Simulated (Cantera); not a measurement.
Cantera run:

```python
import numpy as np
import cantera as ct

gas_names = """
    C CH CH2 CH3 CH2OH CH3O CH4 CH3OH CO CO2 COOH C2 C2H CHCO,ketyl C2H2,acetylene C2H2,vinylidene
    CH2CO,ketene C2H3,vinyl CH3CO,acetyl C2H4 C2H4O,ethylen CH3CHO,ethanal CH3COOH (HCOOH)2 C2H5 C2H6
    CH3OCH3 C2H5OH C2O C3 C3H3,propargyl C3H4,allene C3H4,propyne C3H4,cyclo- C3H5,allyl C3H6,propylene
    C3H6,cyclo- C3H6O C3H7,n-propyl C3H7,i-propyl C3H8 C3H8O,1propanol C3H8O,2propanol C3O2 C4 C4H2
    C4H4,1,3-cyclo- C4H6,butadiene C4H6,2-butyne C4H6,cyclo- C4H8,1-butene C4H8,cis2-buten
    C4H8,tr2-butene C4H8,isobutene C4H8,cyclo- (CH3COOH)2 C4H9,n-butyl C4H9,i-butyl C4H9,s-butyl
    C4H9,t-butyl C4H10,isobutane C4H10,n-butane C5 C5H6,1,3cyclo- C5H8,cyclo- C5H10,1-pentene
    C5H10,cyclo- C5H11,pentyl C5H11,t-pentyl C5H12,n-pentane C5H12,i-pentane CH3C(CH3)2CH3 C6H2
    C6H5,phenyl C6H5O,phenoxy C6H6 C6H5OH,phenol C6H10,cyclo- C6H12,1-hexene C6H12,cyclo- C6H13,n-hexyl
    C7H7,benzyl C7H8 C7H8O,cresol C7H14,1-heptene C7H15,n-heptyl C7H16,n-heptane C8H8,styrene
    C8H10,ethylbenz C8H16,1-octene C8H17,n-octyl C8H18,isooctane C8H18,n-octane C9H19,n-nonyl
    C10H8,naphthale C10H21,n-decyl C12H9,o-bipheny C12H10,bipheny Cu CuO Cu2 H HCO HO2 H2
    HCHO,formaldehy HCOOH H2O H2O2 O OH O2 O3
""".split()
cond_names = """
    C(gr) C6H6(L) C7H8(L) C8H18(L),n-octa Cu(cr) Cu(L) CuO(s) CuO2H2(s) Cu2O(s) Cu2O(L) H2O(s) H2O(L)
""".split()


def load(file, names, dense=False):
    # The tables refer to 1 bar. Condensed volumes are neglected.
    table = {s.name: s for s in ct.Species.list_from_file(file)}
    out = []
    for n in names:
        d = dict(table[n].input_data)
        d["thermo"] = dict(d["thermo"], **{"reference-pressure": 1e5})
        if dense:
            d["equation-of-state"] = {"model": "constant-volume", "density": "1e6 g/cm^3"}
        out.append(ct.Species.from_dict(d))
    return out


gas = ct.Solution(thermo="ideal-gas", species=load("nasa_gas.yaml", gas_names))
cond = {s.name: ct.Solution(thermo="fixed-stoichiometry", species=[s], name=s.name)
        for s in load("nasa_condensed.yaml", cond_names, dense=True)}
atoms = {
    'Cu': {'Cu': 1},
    'CO': {'C': 1, 'O': 1},
    'H2': {'H': 2},
}
top_T = {'C(gr)': 4500, 'CuO(s)': 1390}  # K; cautious upper limits of use, not melting points


def equilibrate(T, P, feed):
    n = {}
    for name, mol in feed.items():
        for a, k in atoms[name].items():
            n[a] = n.get(a, 0.0) + k * mol
    gas.TPX = T, P, n
    mass = sum(n.values()) * gas.mean_molecular_weight
    gas.equilibrate("TP")
    valid = [c for c in cond.values() if c.min_temp <= T <= top_T.get(c.name, c.max_temp)]
    mix = ct.Mixture([(gas, mass / gas.mean_molecular_weight)] + [(c, 0.0) for c in valid])
    mix.T, mix.P = T, P
    mix.equilibrate("TP", solver="vcs", rtol=1e-11, max_steps=5000)
    return mix


results = []
feed = {'Cu': 1, 'CO': 0.2, 'H2': 39}  # mol
T = 773.15  # K
for P in [10, 48, 230, 1100, 5500, 26000, 130000, 620000, 3000000]:
    mix = equilibrate(T, P, feed)
    results.append((T, P, feed, dict(zip(mix.species_names, mix.species_moles))))

top = {s: max(r[3][s] / sum(r[3][g] for g in gas_names) for r in results) for s in gas_names}
cols = sorted((s for s in top if top[s] > 1e-05), key=lambda s: -top[s])[:9]
seen = [c for c in cond_names if any(r[3].get(c, 0) > 1e-12 for r in results)]
print("log10 of partial pressures in bar; condensed amounts in mol")
print(f"{'P/Pa':>10s}" + "".join(f"{s[:9]:>10s}" for s in cols + seen))
for T, P, feed, n in results:
    ng = sum(n[g] for g in gas_names)
    print(f"{P:10.4g}" + "".join(f"{np.log10(max(n[s] / ng * P / 1e5, 1e-99)):10.3f}" for s in cols)
          + "".join(f"{n.get(c, 0):10.4g}" for c in seen))
```

It prints:

```
log10 of partial pressures in bar; condensed amounts in mol
      P/Pa        H2       H2O       CH4        CO       CO2    Cu(cr)
        10    -4.002    -8.158    -8.146    -6.298    -9.745         1
        48    -3.321    -6.807    -6.796    -5.641    -8.417         1
       230    -2.641    -5.501    -5.493    -5.071    -7.222         1
      1100    -1.963    -4.375    -4.372    -4.860    -6.563         1
      5500    -1.264    -3.555    -3.555    -5.319    -6.901         1
   2.6e+04    -0.590    -2.873    -2.873    -5.979    -7.553         1
   1.3e+05     0.109    -2.174    -2.174    -6.677    -8.251         1
   6.2e+05     0.788    -1.495    -1.495    -7.356    -8.930         1
     3e+06     1.473    -0.811    -0.811    -8.040    -9.615         1
```

Method: chemical equilibrium by Gibbs-energy minimisation in Cantera with the NASA 1993 tables (ideal gas, pure condensed phases).
